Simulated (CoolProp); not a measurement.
Saturated liquid density (kg/m³) of CH3F (R41): the reference equation beside estimates from Tc = 317.3 K, pc = 5.906 MPa, ω = 0.200. Rackett uses Z = 0.29056 − 0.08775 ω.

The numbers come from the reference Helmholtz-energy equation of state, Lemmon 2006 in CoolProp. It is a short technical equation, of lower accuracy than the large ones.

| T (K) | reference | Rackett | Soave-Redlich-Kwong | Peng-Robinson |
|---|---|---|---|---|
| 215.8 | (withheld) | 712.7 | 662.0 | 749.2 |
| 221.8 | 821.7 | 701.3 | 650.2 | (withheld) |
| 227.9 | 807.2 | 689.3 | 637.6 | 722.4 |
| 233.9 | (withheld) | 677.2 | 624.5 | 708.0 |
| 240 | 776.9 | 664.4 | 610.6 | 692.4 |
| 246 | 761.0 | (withheld) | 596.1 | 676.2 |
| 252 | 744.5 | 637.9 | 580.7 | 658.9 |
| 258.1 | 726.8 | (withheld) | 564.1 | 640.2 |
| 264.1 | 708.5 | 608.6 | 546.7 | 620.4 |

Question: Complete the blanks.

Answer: 
- 215.8, reference: 835.5
- 221.8, Peng-Robinson: 736.3
- 233.9, reference: 792.4
- 246, Rackett: 651.4
- 258.1, Rackett: 623.4

Absolute difference from the reference over all 9 rows, mean and median: Rackett 14.4 and 14.5 %, Soave-Redlich-Kwong 21.6 and 21.4 %, Peng-Robinson 11.1 and 10.9 %.
